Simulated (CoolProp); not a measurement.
C2F6 (R116) at 293.15 K and 0.358 MPa is throttled through a valve to 0.204 MPa with no heat exchange. Each further row changes one setting.

The numbers come from the reference Helmholtz-energy equation of state, Lemmon 2006 in CoolProp. It is a short technical equation, of lower accuracy than the large ones.

```
case                        temperature change (K)  final density (kg/m³)
--------------------------  ----------------------  ---------------------
as stated                                     -1.4                   11.9
outlet pressure 0.0612 MPa                    -2.6                   3.52
outlet pressure 0.265 MPa                     -0.8                   15.5
```
